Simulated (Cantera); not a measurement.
**Thermodynamics of silicon epitaxy and polysilicon growth, feed SiHCl3 + HCl + N2**

Input: 1 mol SiHCl3, 0.052 mol HCl, 8.6 mol N2, at 45.0 mbar.

These are equilibrium values from Cantera (NASA tables, ideal gas, pure condensed phases), not measurements of a reactor. Candidate condensed phases: NH4Cl, Si, Si3N4; 28 gas species. N2 is the only nitrogen source here; it is nearly inert below about 1500 K, so the nitride shown seldom forms there in practice. The tables' values for SiCl3 are old estimates; treat these amounts as uncertain. The numbers say what is thermodynamically allowed, not how fast it happens.

From 727 °C to 1327 °C the condensed part is Si3N4(s). The main Si-bearing gas is SiCl4 at 727 °C and SiCl2 at 1327 °C. The share of Si in condensed phases is highest at 877 °C (45.4 %) and lowest at 1327 °C (3.1 %).

```
T (°C)   x N2   x HCl   x SiCl2  x SiCl4   x SiCl3     x H2  n Si3N4(s)
------  -----  ------  --------  -------  --------  -------  ----------
727     0.847  0.0858   6.63e-7   0.0563   3.93e-5   0.0107       0.149
777     0.847  0.0871   3.32e-6   0.0559  0.000101   0.0101       0.150
827     0.846  0.0882   1.43e-5   0.0555  0.000239  0.00953       0.151
877     0.846  0.0891   5.41e-5   0.0550  0.000521  0.00904       0.151
927     0.846  0.0898  0.000182   0.0543   0.00106  0.00863       0.151
977     0.845  0.0904  0.000552   0.0532   0.00202  0.00829       0.150
1027    0.845  0.0907   0.00152   0.0513   0.00362  0.00802       0.148
1077    0.843  0.0907   0.00382   0.0481   0.00606  0.00785       0.142
1127    0.841  0.0902   0.00872   0.0428   0.00938  0.00782       0.131
1177    0.837  0.0888    0.0179   0.0350    0.0131  0.00802       0.112
1227    0.831  0.0862    0.0326   0.0251    0.0160  0.00858      0.0830
1277    0.825  0.0823    0.0515   0.0150    0.0166  0.00973      0.0468
1327    0.819  0.0769    0.0704  0.00736    0.0145   0.0117      0.0104
```
x: gas mole fraction; n: condensed amount in mol.
